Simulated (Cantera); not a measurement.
# Silicon etching in halogen gases: Si + Br₂ + N₂

Charge: 1 mol Si, 7.8 mol Br₂, 53 mol N₂, at 0.133 bar.

Method: chemical equilibrium by Gibbs-energy minimisation in Cantera with the NASA 1993 tables (ideal gas, pure condensed phases). Candidate condensed phases: Br₂, Si, Si₃N₄; 13 gas species. The tables' values for SiBr₃ are old estimates; treat these amounts as uncertain. Rates play no part.

From 725 K to 1700 K nothing is condensed. The main Si-bearing gas is SiBr₄ throughout.

```tsv
T (K)	log p N₂	log p Br	log p Br₂	log p SiBr₄
725	-0.93	-5.12	-1.89	-2.65
800	-0.93	-4.46	-1.89	-2.65
875	-0.93	-3.92	-1.89	-2.65
950	-0.93	-3.46	-1.89	-2.65
1025	-0.93	-3.07	-1.90	-2.65
1100	-0.93	-2.74	-1.92	-2.65
1175	-0.93	-2.46	-1.96	-2.66
1250	-0.94	-2.22	-2.02	-2.66
1325	-0.94	-2.03	-2.11	-2.67
1400	-0.95	-1.89	-2.23	-2.67
1475	-0.96	-1.79	-2.40	-2.68
1550	-0.96	-1.72	-2.61	-2.70
1625	-0.96	-1.67	-2.84	-2.73
1700	-0.97	-1.64	-3.05	-2.84
```
log p: log10 of the partial pressure in bar; nothing condenses.
